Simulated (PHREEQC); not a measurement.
1 kg of water holding 0.36 mol/kgw MgCl2 and 0.028 mol/kgw CaCl2 is evaporated at 15 °C; the solids stay in contact with the brine. No CO2 enters from the air. The run lets Bischofite, Brucite, Portlandite, MgCl2_4H2O precipitate or redissolve, and no other solid.

Base run: PHREEQC, Pitzer model, pitzer.dat. Each further column changes one thing. The table gives water activity.

| H2O removed (mol) | base | temperature from 15 to 25 °C | temperature from 15 to 50 °C |
|---|---|---|---|
| 0 | 0.981 | 0.981 | 0.981 |
| 9.886 | 0.976 | 0.976 | 0.977 |
| 24.69 | 0.963 | 0.963 | 0.964 |
| 30.18 | 0.952 | 0.953 | 0.954 |
| 34.69 | 0.939 | 0.939 | 0.942 |
| 38.4 | 0.920 | 0.921 | 0.924 |
| 43.95 | 0.861 | 0.864 | 0.870 |
| 46.01 | 0.815 | 0.818 | 0.827 |
| 47.7 | 0.751 | 0.756 | 0.768 |
| 50.23 | 0.561 | 0.569 | 0.592 |
| 51.17 | 0.432 | 0.443 | 0.471 |

 Constants without temperature data keep their 25 °C values here.
